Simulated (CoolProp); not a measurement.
Saturation properties of hexamethyldisiloxane (MM) (Tc = 518.7 K, pc = 1.931 MPa, ω = 0.418).

Values from CoolProp's reference Helmholtz-energy equation of state, Thol 2016.

```csv
T (K),p (MPa),liquid density (kg/m³),vapour density (kg/m³),surface tension (mN/m)
249.2,0.0002498,810.1,0.01959,19.9
257.1,0.0004556,802.0,0.03465,19.2
265,0.0007952,?,?,?
272.8,0.001326,785.9,0.09519,17.7
280.7,0.002148,777.8,0.1500,17.0
288.6,0.003367,769.5,0.2291,?
296.5,0.005125,761.2,0.3401,15.6
304.4,0.007594,752.9,0.4921,14.9
312.3,0.01098,744.4,0.6955,14.2
320.2,?,735.9,0.9623,13.5
```

Some entries are withheld; supply them.


- 265, liquid density (kg/m³): 793.9
- 265, vapour density (kg/m³): 0.05871
- 265, surface tension (mN/m): 18.4
- 288.6, surface tension (mN/m): 16.3
- 320.2, p (MPa): 0.01551

It boils at 373.7 K under 1 atm.

Surface tension comes from a separate correlation (Mulero 2014), older than this fluid's equation and unchecked against measurements.
